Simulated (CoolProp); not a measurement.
Sulfur dioxide at several states: Z from the reference equation and from simpler models built on Tc = 430.6 K, pc = 7.887 MPa, ω = 0.256; each cubic takes its own stable root.

Computed with CoolProp (reference Helmholtz-energy equation of state, Gao 2016).

```
T (K)  p (MPa)   phase  reference
-----  -------  ------  ---------
327.7     1.28  liquid    0.02351
257.4       32  liquid     0.6309
270.8    0.148  liquid   0.002921
383.5       16  liquid     0.2793
```

### Question
How far does each simpler model (van der Waals, Redlich-Kwong, Soave-Redlich-Kwong, Peng-Robinson) lie from the reference over these 4 states: mean and median of the absolute difference, and the worst?

### Answer
- van der Waals: mean 9352.1 %, median 1893.6 %, worst +33566.6 % at 270.8 K and 0.148 MPa
- Redlich-Kwong: mean 9236.7 %, median 1801.3 %, worst +33330.3 % at 270.8 K and 0.148 MPa
- Soave-Redlich-Kwong: mean 12.2 %, median 12.0 %, worst +13.2 % at 383.5 K and 16 MPa
- Peng-Robinson: mean 0.8 %, median 0.8 %, worst -1.2 % at 270.8 K and 0.148 MPa

At some of these states van der Waals, Redlich-Kwong gives the other phase, because its saturation line lies elsewhere.
